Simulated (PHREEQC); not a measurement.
## Buffer (model solution)

A solution holds 0.028 mol NH4Cl, 0.0073 mol Na2B4O7 and 0.025 mol H3PO4 per kg of water, at 20 °C. Closed to the air; pH follows from the charge balance.

All values are PHREEQC results (ion-association model, phreeqc.dat), not measurements.

```
Item                           Value
--------------------  --------------
pH                              2.50
ionic strength        0.0463 mol/kgw
specific conductance      5310 µS/cm
total alkalinity        -10.4 meq/kg
```

```
species  molality  activity   log γ
-------  --------  --------  ------
H3BO3      0.0292    0.0295   0.005
Cl-        0.0280    0.0230  -0.086
NH4+       0.0280    0.0226  -0.093
H2PO4-     0.0183    0.0153  -0.079
Na+        0.0146    0.0121  -0.081
H3PO4     0.00668   0.00675   0.005
```

Precipitation was switched off in this run.
